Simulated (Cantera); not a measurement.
Input (Python, Cantera) and output of one run.

```python
import numpy as np
import cantera as ct

gas_names = """
    CL CL2 H HCL H2 Si SiCL SiCL2 SiCL3 SiCL4 SiH SiHCL3 SiH2 SiH2CL2 SiH3 SiH3CL SiH4 Si2 Si3
""".split()
cond_names = """
    Si(cr) Si(L)
""".split()


# ... load() reads the species with a 1 bar reference pressure and builds the phases ...
atoms = {
    'SiH2Cl2': {'Si': 1, 'H': 2, 'CL': 2},
    'H2': {'H': 2},
}
top_T = {}  # K; cautious upper limits of use, not melting points


# ... equilibrate(T, P, feed) seeds the gas with the atoms and calls Mixture.equilibrate('TP', solver="vcs", rtol=1e-11, max_steps=5000) ...
results = []
feed = {'SiH2Cl2': 1, 'H2': 160}  # mol
T = 850  # K
for P in [100, 260, 670, 1700, 4500, 12000, 30000, 77000, 200000]:
    mix = equilibrate(T, P, feed)
    results.append((T, P, feed, dict(zip(mix.species_names, mix.species_moles))))

top = {s: max(r[3][s] / sum(r[3][g] for g in gas_names) for r in results) for s in gas_names}
cols = sorted((s for s in top if top[s] > 1e-06), key=lambda s: -top[s])[:7]
seen = [c for c in cond_names if any(r[3].get(c, 0) > 1e-12 for r in results)]
print("log10 of partial pressures in bar; condensed amounts in mol")
print(f"{'P/Pa':>10s}" + "".join(f"{s[:9]:>10s}" for s in cols + seen))
for T, P, feed, n in results:
    ng = sum(n[g] for g in gas_names)
    print(f"{P:10.4g}" + "".join(f"{np.log10(max(n[s] / ng * P / 1e5, 1e-99)):10.3f}" for s in cols)
          + "".join(f"{n.get(c, 0):10.4g}" for c in seen))
```

It prints:

```
log10 of partial pressures in bar; condensed amounts in mol
      P/Pa        H2       HCL    SiHCL3     SiCL4   SiH2CL2     SiCL2     SiCL3    Si(cr)
       100    -3.003    -5.284    -6.349    -5.850    -7.904    -7.489    -7.595    0.6876
       260    -2.588    -4.962    -5.800    -5.395    -7.262    -7.261    -7.253    0.6406
       670    -2.176    -4.649    -5.272    -4.964    -6.635    -7.046    -6.931    0.5984
      1700    -1.772    -4.345    -4.764    -4.558    -6.027    -6.843    -6.626    0.5607
      4500    -1.349    -4.031    -4.246    -4.149    -5.400    -6.638    -6.319    0.5244
   1.2e+04    -0.923    -3.719    -3.736    -3.753    -4.776    -6.440    -6.022    0.4902
     3e+04    -0.525    -3.431    -3.271    -3.397    -4.200    -6.262    -5.755    0.4596
   7.7e+04    -0.115    -3.139    -2.803    -3.047    -3.615    -6.087    -5.493    0.4285
     2e+05     0.299    -2.847    -2.343    -2.709    -3.032    -5.918    -5.239    0.3966
```

Cantera equilibrium calculation (NASA polynomials, part measured and part estimated; ideal gas, pure solids and liquids). The tables' values for SiCl3 are old estimates; treat these amounts as uncertain.
